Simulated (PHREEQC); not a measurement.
Dissolve 5.2 mmol/kgw CaSO4, 0.035 mmol/kgw NaF and 110 mmol/kgw NaCl at 35 °C. Closed to the air; pH follows from the charge balance.

The numbers come from PHREEQC with the ion-association model, wateq4f.dat.

Task: The ionic strength comes out as 0.127 mol/kgw. What activity coefficients do F-, Cl-, NaSO4-, Ca+2, Na+ get?

Result: F- 0.74, Cl- 0.74, NaSO4- 0.77, Ca+2 0.36, Na+ 0.77.

This is a speciation only: nothing precipitates in the calculation.
